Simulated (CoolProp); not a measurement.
Vapour pressure (kPa) of nitrogen: the reference equation beside estimates from Tc = -147.0 °C, pc = 3396 kPa, ω = 0.037.

Model: reference Helmholtz-energy equation of state, Span 2000, in CoolProp.

```csv
T (°C),reference,Soave-Redlich-Kwong,Peng-Robinson
-188.95,211.7,210.8,213.0
-186.75,261.3,260.8,262.6
-184.45,321.9,322.0,323.2
-182.25,389.0,389.9,390.3
-180.05,465.8,467.6,467.1
-177.85,553.1,…,554.6
-175.55,656.4,661.1,…
-173.35,767.5,774.1,769.8
-171.15,891.7,900.4,894.6
-168.95,1030,1041,1033
-166.65,1189,1203,1194
-164.45,1358,1375,1365
-162.25,1544,1563,1552
-159.95,1756,1778,…
```

**Question.** What belongs in the gaps?

**Answer.** 
- -177.85, Soave-Redlich-Kwong: 556.2
- -175.55, Peng-Robinson: 658.2
- -159.95, Peng-Robinson: 1766

Absolute difference from the reference over all 14 rows, mean and median: Soave-Redlich-Kwong 0.7 and 0.8 %, Peng-Robinson 0.4 and 0.4 %.
